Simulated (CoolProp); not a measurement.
Vapour-liquid equilibrium of hydrogen chloride (1) + ethane (2) at 275.7 K; x and y are mole fractions of (1).

Model: multi-fluid Helmholtz-energy mixture model, Thol 2018 and Bücker 2006; pair parameters Bell 2016, in CoolProp.

```tsv
x	bubble pressure (MPa)	y at the bubble point	dew pressure at overall composition x (MPa)	liquid density (mol/L)
0.05	2.702	0.083	2.636	13.30
0.125	2.913	0.186	2.788	13.62
0.2	3.083	0.270	2.942	13.99
0.275	3.217	0.342	3.093	14.43
0.35	3.316	0.406	3.230	14.96
0.425	3.384	0.464	3.341	15.59
0.5	3.422	0.519	3.412	16.35
0.575	3.431	0.571	3.431	17.24
0.65	3.412	0.624	3.392	18.27
0.725	3.362	0.679	3.300	19.45
0.8	3.276	0.740	3.171	20.78
0.875	3.143	0.815	3.023	22.28
0.95	2.946	0.912	2.868	23.95
```

y crosses x between x = 0.5 and 0.575: the model has an azeotrope there.

The pair parameters rest on a limited set of measurements; away from them the model extrapolates.
